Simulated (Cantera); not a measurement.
A perfectly stirred reactor is fed with C2H6 : O2 : N2 : H2O = 1 : 6.36 : 23.9 : 1.1 (molar parts), equivalence ratio 0.55, at 10.0 bar; it is adiabatic with a 450 K inlet, and is followed from long to short residence time, starting on the burning branch (τ in s: 0.028, 0.013, 0.0057, 0.0025, 0.0011, 0.00051, 0.00023, 0.0001, 4.6e-05).

Computed with Cantera and GRI-Mech 3.0 (53 species, 325 reactions).

Task: Predict: blow-out, bracketed by the residence times tried; x(C2H6) at τ = 28.0 ms; x(O2) at τ = 28.0 ms; x(H2O) at τ = 28.0 ms; x(CH2CO) at τ = 28.0 ms; x(O) at τ = 28.0 ms; x(C2H6) at τ = 1.10 ms; x(O2) at τ = 1.10 ms; x(H2O) at τ = 1.10 ms; x(CH2CO) at τ = 1.10 ms; x(O) at τ = 1.10 ms.

Result: 
```json
{
 "blow_out_bracketed_by_the_residence_times_tried": "burning at 0.510 ms, out at 0.230 ms",
 "x(C2H6) at τ = 28.0 ms": "2.38e-6",
 "x(O2) at τ = 28.0 ms": "0.0871",
 "x(H2O) at τ = 28.0 ms": "0.125",
 "x(CH2CO) at τ = 28.0 ms": "5.07e-6",
 "x(O) at τ = 28.0 ms": "1.39e-5",
 "x(C2H6) at τ = 1.10 ms": "2.89e-5",
 "x(O2) at τ = 1.10 ms": "0.0888",
 "x(H2O) at τ = 1.10 ms": "0.124",
 "x(CH2CO) at τ = 1.10 ms": "5.51e-5",
 "x(O) at τ = 1.10 ms": "7.99e-5"
}
```
